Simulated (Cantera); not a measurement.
A closed system holds: 1 mol SiCl4, a varied amount of CH4, 320 mol H2, at 927 °C and 7.00 mbar.

Method: chemical equilibrium by Gibbs-energy minimisation in Cantera with the NASA 1993 tables (ideal gas, pure condensed phases). Candidate condensed phases: C, C6H6, C7H8, C8H18, Si, SiC; 109 gas species. Mutual solubility and eutectic melting of coexisting phases are not modelled. Rates play no part.

### Question
Which condensed phases are stable at each of these points (n(CH4) (mol)): 0.016, 0.031, 0.058, 0.11, 0.21, 0.39, 0.74, 1.4, 2.6?

### Answer
```csv
n(CH4) (mol),condensed phases,Si condensed (%)
0.016,Si(s) + SiC(s),88.9
0.031,Si(s) + SiC(s),88.9
0.058,Si(s) + SiC(s),88.9
0.11,Si(s) + SiC(s),88.9
0.21,Si(s) + SiC(s),88.9
0.39,Si(s) + SiC(s),88.9
0.74,Si(s) + SiC(s),88.9
1.4,C(graphite) + SiC(s),100.0
2.6,C(graphite) + SiC(s),100.0
```

From 0.016 mol CH4 to 0.74 mol CH4 the condensed part is Si(s) + SiC(s). From 1.4 mol CH4 to 2.6 mol CH4 the condensed part is C(graphite) + SiC(s).
